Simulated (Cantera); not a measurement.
Feed: 1 mol CuO, 3.7 mol H2, at 75.0 Torr.

Equilibrium computed with Cantera from the NASA thermochemical tables; the gas is ideal and each condensed phase is pure. Candidate condensed phases: Cu, CuO, Cu(OH)2, Cu2O, H2O; 12 gas species. Equilibrium is a limit: real reactors are often held back by kinetics, nucleation or transport.

x: gas mole fraction; n: condensed amount in mol.

| T (°C) | x H2 | x H2O | x Cu | x H | x OH | n Cu(s) | n Cu(l) |
|---|---|---|---|---|---|---|---|
| 925 | 0.730 | 0.270 | 1.16e-7 | 5.14e-7 | 1.50e-9 | 1.00 | 0 |
| 975 | 0.730 | 0.270 | 4.41e-7 | 1.26e-6 | 4.77e-9 | 1.000 | 0 |
| 1025 | 0.730 | 0.270 | 1.50e-6 | 2.89e-6 | 1.39e-8 | 1.000 | 0 |
| 1075 | 0.730 | 0.270 | 4.68e-6 | 6.25e-6 | 3.73e-8 | 1.000 | 0 |
| 1125 | 0.730 | 0.270 | … | … | … | 0 | 1.000 |
| 1175 | 0.730 | 0.270 | … | … | … | 0 | 1.000 |
| 1225 | 0.730 | 0.270 | 7.95e-5 | 4.64e-5 | 4.88e-7 | 0 | 1.000 |
| 1275 | 0.730 | 0.270 | 0.000180 | 8.32e-5 | 1.03e-6 | 0 | 0.999 |
| 1325 | 0.729 | 0.270 | 0.000386 | 0.000144 | 2.07e-6 | 0 | 0.999 |

Task: Fill in the missing entries.

Result: 
- 1175, x Cu: 3.32e-5
- 1175, x H: 2.49e-5
- 1175, x OH: 2.19e-7
- 1125, x Cu: 1.30e-5
- 1125, x H: 1.28e-5
- 1125, x OH: 9.33e-8
